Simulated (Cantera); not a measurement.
A perfectly stirred reactor is fed with CH4 : C2H6 : C3H8 : O2 : N2 = 1 : 0.092 : 0.037 : 2.28 : 22.8 (molar parts), at 280000 Pa; it is adiabatic with a 550 K inlet, and is followed from long to short residence time, starting on the burning branch (τ in s: 0.056, 0.022, 0.009, 0.0036, 0.0014, 0.00057, 0.00023, 9e-05, 3.6e-05, 1.4e-05, 5.7e-06).

Model: GRI-Mech 3.0 (53 species, 325 reactions), integrated in Cantera.

### Question
Predict: blow-out, bracketed by the residence times tried; x(CH4) at τ = 56.0 ms; x(C2H6) at τ = 56.0 ms; x(C3H8) at τ = 56.0 ms; x(CO2) at τ = 56.0 ms; x(H) at τ = 56.0 ms; x(CH4) at τ = 0.570 ms; x(C2H6) at τ = 0.570 ms; x(C3H8) at τ = 0.570 ms.

### Answer
```json
{
 "blow_out_bracketed_by_the_residence_times_tried": "burning at 22.0 ms, out at 9.00 ms",
 "x(CH4) at τ = 56.0 ms": "0.000816",
 "x(C2H6) at τ = 56.0 ms": "2.05e-5",
 "x(C3H8) at τ = 56.0 ms": "1.36e-6",
 "x(CO2) at τ = 56.0 ms": "0.0362",
 "x(H) at τ = 56.0 ms": "3.01e-5",
 "x(CH4) at τ = 0.570 ms": "0.0382",
 "x(C2H6) at τ = 0.570 ms": "0.00351",
 "x(C3H8) at τ = 0.570 ms": "0.00141"
}
```
